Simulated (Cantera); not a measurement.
Feed: 1 mol Pb, 0.12 mol H2O, 26 mol N2, held at 2.40 mbar.

Cantera equilibrium calculation (NASA polynomials, part measured and part estimated; ideal gas, pure solids and liquids). Candidate condensed phases: H2O, Pb, PbO, PbO2, Pb3O4; 27 gas species. Rates play no part.

What share of the Pb ends up in condensed phases as a function of T (K), at 750, 900, 1050, 1200, 1350, 1500, 1650, 1800, 1950?


```
T (K)  Pb condensed (%)     as
-----  ----------------  -----
750               100.0  Pb(l)
900                98.5  Pb(l)
1050               48.3  Pb(l)
1200                0.0      -
1350                0.0      -
1500                0.0      -
1650                0.0      -
1800                0.0      -
1950                0.0      -
```
